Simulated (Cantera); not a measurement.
## MgCO3 + H2O (calcination and drying)

Charge: 1 mol MgCO3, 8.6 mol H2O, equilibrated at 0.320 bar.

Equilibrium computed with Cantera from the NASA thermochemical tables; the gas is ideal and each condensed phase is pure. Candidate condensed phases: C, C6H6, C7H8, C8H18, H2O, Mg, MgCO3, MgO, Mg(OH)2; 116 gas species. Kinetics and transport are ignored.

From 902 °C to 1902 °C the condensed part is MgO(s).

```
T (°C)  x H2O   x CO2      x H2      x O2      x CO  n MgO(s)
------  -----  ------  --------  --------  --------  --------
902     0.896   0.104   6.33e-6   3.50e-6   9.42e-7      1.00
1002    0.896   0.104   2.38e-5   1.35e-5   4.60e-6      1.00
1102    0.896   0.104   7.39e-5   4.30e-5   1.78e-5      1.00
1202    0.895   0.104  0.000197  0.000117   5.68e-5     1.000
1302    0.895   0.104  0.000463  0.000282  0.000156     1.000
1402    0.894   0.104  0.000985  0.000612  0.000379     1.000
1502    0.892   0.103   0.00192   0.00122  0.000828     1.000
1602    0.889   0.102   0.00350   0.00224   0.00165     1.000
1702    0.884   0.101   0.00598   0.00388   0.00306     1.000
1802    0.875  0.0980   0.00970   0.00632   0.00527     0.999
1902    0.863  0.0941    0.0150   0.00979   0.00851     0.999
```
x: gas mole fraction; n: condensed amount in mol.
